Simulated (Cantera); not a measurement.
Input (Python, Cantera) and output of one run.

```python
import numpy as np
import cantera as ct

gas_names = """
    C CN CO CO2 C2 CCN CNC C2N2 C2O C3 C3O2 C4 C4N2 C5 N NCO NO NO2 NO3 N2 N2O O O2 O3 Si SiC SiC2 SiN
    SiO SiO2 Si2 Si2C Si2N Si3
""".split()
cond_names = """
    C(gr) Si(cr) Si(L) SiC(b) SiO2(Lqz) SiO2(hqz) SiO2(L) Si2N2O(s) Si3N4(a)
""".split()


# ... load() reads the species with a 1 bar reference pressure and builds the phases ...
atoms = {
    'Si3N4': {'Si': 3, 'N': 4},
    'CO2': {'C': 1, 'O': 2},
    'N2': {'N': 2},
}
top_T = {'C(gr)': 4500, 'SiC(b)': 3050, 'Si2N2O(s)': 2100, 'Si3N4(a)': 2400}  # K; cautious upper limits of use, not melting points


# ... equilibrate(T, P, feed) seeds the gas with the atoms and calls Mixture.equilibrate('TP', solver="vcs", rtol=1e-11, max_steps=5000) ...
results = []
feed = {'Si3N4': 1, 'CO2': 0.21, 'N2': 140}  # mol
P = 1000000  # Pa
for T in [1300, 1350, 1400, 1450, 1500, 1550, 1600, 1650, 1700, 1750, 1800, 1850, 1900]:
    mix = equilibrate(T, P, feed)
    results.append((T, P, feed, dict(zip(mix.species_names, mix.species_moles))))

top = {s: max(r[3][s] / sum(r[3][g] for g in gas_names) for r in results) for s in gas_names}
cols = sorted((s for s in top if top[s] > 1e-06), key=lambda s: -top[s])[:8]
seen = [c for c in cond_names if any(r[3].get(c, 0) > 1e-12 for r in results)]
print("log10 of partial pressures in bar; condensed amounts in mol")
print(f"{'T/K':>10s}" + "".join(f"{s[:9]:>10s}" for s in cols + seen))
for T, P, feed, n in results:
    ng = sum(n[g] for g in gas_names)
    print(f"{T:10.4g}" + "".join(f"{np.log10(max(n[s] / ng * P / 1e5, 1e-99)):10.3f}" for s in cols)
          + "".join(f"{n.get(c, 0):10.4g}" for c in seen))
```

Result:

```
log10 of partial pressures in bar; condensed amounts in mol
       T/K        N2        CO       SiO     C(gr) Si2N2O(s)  Si3N4(a)
      1300     1.000    -5.473   -10.942      0.21      0.42      0.72
      1350     1.000    -4.984   -10.077    0.2099    0.4199    0.7201
      1400     1.000    -4.531    -9.276    0.2096    0.4196    0.7203
      1450     1.000    -4.110    -8.531    0.2089    0.4189    0.7207
      1500     1.000    -3.718    -7.837    0.2073    0.4173    0.7218
      1550     1.000    -3.351    -7.189    0.2038    0.4138    0.7242
      1600     1.000    -3.007    -6.583    0.1962    0.4062    0.7292
      1650     1.000    -2.685    -6.014    0.1811    0.3911    0.7393
      1700     1.000    -2.383    -5.480    0.1519    0.3619    0.7587
      1750     1.000    -2.098    -4.977   0.09798    0.3079    0.7947
      1800     0.999    -1.829    -4.502  0.001929    0.2116    0.8588
      1850     0.999    -1.825    -4.055         0    0.2088    0.8604
      1900     0.999    -1.825    -3.631         0    0.2067    0.8611
```

These are equilibrium values from Cantera (NASA tables, ideal gas, pure condensed phases), not measurements of a reactor. Mutual solubility and eutectic melting of coexisting phases are not modelled.
